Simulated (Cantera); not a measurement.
A Cantera script and what it prints.

```python
import numpy as np
import cantera as ct

gas_names = [...]  # 113 gases of nasa_gas.yaml made of C, Cu, H, O
cond_names = """
    C(gr) C6H6(L) C7H8(L) C8H18(L),n-octa Cu(cr) Cu(L) CuO(s) CuO2H2(s) Cu2O(s) Cu2O(L) H2O(s) H2O(L)
""".split()


# ... load() reads the species with a 1 bar reference pressure and builds the phases ...
atoms = {
    'Cu2O': {'Cu': 2, 'O': 1},
    'CO': {'C': 1, 'O': 1},
    'H2': {'H': 2},
}
top_T = {'C(gr)': 4500, 'CuO(s)': 1390}  # K; cautious upper limits of use, not melting points


# ... equilibrate(T, P, feed) seeds the gas with the atoms and calls Mixture.equilibrate('TP', solver="vcs", rtol=1e-11, max_steps=5000) ...
results = []
feed = {'Cu2O': 1, 'CO': 2.1, 'H2': 6.3}  # mol
P = 101325  # Pa
for T in [2148, 2173, 2198, 2223, 2248, 2273, 2298, 2323, 2348, 2373, 2398, 2423, 2448]:
    mix = equilibrate(T, P, feed)
    results.append((T, P, feed, dict(zip(mix.species_names, mix.species_moles))))

top = {s: max(r[3][s] / sum(r[3][g] for g in gas_names) for r in results) for s in gas_names}
cols = sorted((s for s in top if top[s] > 0.0001), key=lambda s: -top[s])[:8]
seen = [c for c in cond_names if any(r[3].get(c, 0) > 1e-12 for r in results)]
print("log10 of partial pressures in bar; condensed amounts in mol")
print(f"{'T/K':>10s}" + "".join(f"{s[:9]:>10s}" for s in cols + seen))
for T, P, feed, n in results:
    ng = sum(n[g] for g in gas_names)
    print(f"{T:10.4g}" + "".join(f"{np.log10(max(n[s] / ng * P / 1e5, 1e-99)):10.3f}" for s in cols)
          + "".join(f"{n.get(c, 0):10.4g}" for c in seen))
```

Result:

```
log10 of partial pressures in bar; condensed amounts in mol
       T/K        H2        CO        Cu       H2O         H       CO2       Cu2        OH     Cu(L)
      2148    -0.197    -0.618    -1.811    -0.957    -2.479    -2.087    -3.993    -4.129     1.868
      2173    -0.199    -0.620    -1.725    -0.959    -2.416    -2.095    -3.876    -4.049     1.838
      2198    -0.201    -0.621    -1.641    -0.960    -2.355    -2.103    -3.762    -3.970     1.803
      2223    -0.204    -0.623    -1.559    -0.962    -2.295    -2.111    -3.650    -3.894      1.76
      2248    -0.207    -0.626    -1.479    -0.964    -2.237    -2.119    -3.542    -3.819      1.71
      2273    -0.210    -0.629    -1.401    -0.967    -2.181    -2.128    -3.435    -3.747     1.649
      2298    -0.214    -0.632    -1.324    -0.971    -2.126    -2.137    -3.332    -3.676     1.578
      2323    -0.219    -0.637    -1.249    -0.975    -2.073    -2.146    -3.230    -3.607     1.493
      2348    -0.225    -0.642    -1.176    -0.980    -2.021    -2.157    -3.131    -3.541     1.392
      2373    -0.231    -0.647    -1.105    -0.986    -1.970    -2.167    -3.035    -3.476     1.272
      2398    -0.239    -0.654    -1.035    -0.992    -1.922    -2.179    -2.940    -3.412      1.13
      2423    -0.247    -0.662    -0.966    -1.001    -1.875    -2.192    -2.848    -3.351    0.9612
      2448    -0.257    -0.671    -0.899    -1.010    -1.830    -2.206    -2.757    -3.292    0.7597
```

Cantera equilibrium calculation (NASA polynomials, part measured and part estimated; ideal gas, pure solids and liquids).
